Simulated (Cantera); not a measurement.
Mixture: CO : H₂ : CH₄ : O₂ : N₂ = 1 : 0.062 : 0.14 : 0.507 : 1.37 (molar parts), equivalence ratio 1.6, at 7500 Torr, adiabatic and at constant pressure. Ignition delay is the time to a rise of 400 K.

Detailed kinetics in Cantera: GRI-Mech 3.0 (53 species, 325 reactions).

Q: What does this change do: pressure from 7500 Torr to 760 Torr?

A: 
| quantity | before | after |
|---|---|---|
| delay at 1023 K | 2.72 ms | 6.49 ms |
| delay at 1173 K | 0.358 ms | 1.77 ms |
| delay at 1323 K | 0.109 ms | 0.539 ms |
| delay at 1473 K | 38.6 µs | 0.205 ms |
| delay at 1623 K | 15.6 µs | 96.4 µs |
| apparent activation energy between 1548 and 1698 K | 120 kJ/mol | 100 kJ/mol |

Q: What does this change do: 0.021 parts H2O added?

A: 
```tsv
quantity	before	after
delay at 1023 K	2.72 ms	2.89 ms
delay at 1173 K	0.358 ms	0.367 ms
delay at 1323 K	0.109 ms	0.110 ms
delay at 1473 K	38.6 µs	39.1 µs
delay at 1623 K	15.6 µs	15.8 µs
apparent activation energy between 1548 and 1698 K	120 kJ/mol	120 kJ/mol
```
